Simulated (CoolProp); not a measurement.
Properties of nitrogen along the isotherm 158.7 K (Tc = 126.2 K, pc = 3.396 MPa, ω = 0.037).

The numbers come from the reference Helmholtz-energy equation of state, Span 2000 in CoolProp.

| p (MPa) | phase | cp (kJ/(kg K)) | expansivity (1/kK) | viscosity (µPa s) | conductivity (mW/(m K)) |
|---|---|---|---|---|---|
| 0.0161 | gas | 1.040 | 6.317 | 10.6 | 14.7 |
| 0.0243 | gas | 1.041 | 6.325 | 10.6 | 14.7 |
| 0.0367 | gas | 1.042 | 6.337 | 10.6 | 14.7 |
| 0.0553 | gas | 1.043 | 6.356 | 10.6 | 14.7 |
| 0.0834 | gas | 1.046 | 6.384 | 10.6 | 14.8 |
| 0.126 | gas | 1.049 | 6.426 | 10.6 | 14.8 |
| 0.19 | gas | 1.055 | 6.491 | 10.6 | 14.8 |
| 0.286 | gas | 1.063 | 6.591 | 10.6 | 14.9 |
| 0.432 | gas | 1.075 | 6.746 | ? | 15.0 |
| 0.652 | gas | 1.095 | 6.990 | 10.8 | 15.2 |
| 0.983 | gas | 1.128 | 7.384 | 10.9 | 15.5 |
| 1.48 | gas | 1.182 | ? | ? | 16.0 |
| 2.24 | gas | 1.281 | 9.213 | 11.4 | 17.0 |
| 3.38 | gas | 1.475 | ? | 12.1 | ? |
| 5.09 | supercritical | 1.906 | 16.20 | 13.6 | 22.9 |

Problem. What belongs in the gaps?

Solution. 
- 0.432, viscosity (µPa s): 10.7
- 1.48, expansivity (1/kK): 8.038
- 1.48, viscosity (µPa s): 11.1
- 3.38, expansivity (1/kK): 11.47
- 3.38, conductivity (mW/(m K)): 18.9

Viscosity comes from a separate model (Lemmon 2004). Thermal conductivity comes from a separate model (Lemmon 2004).
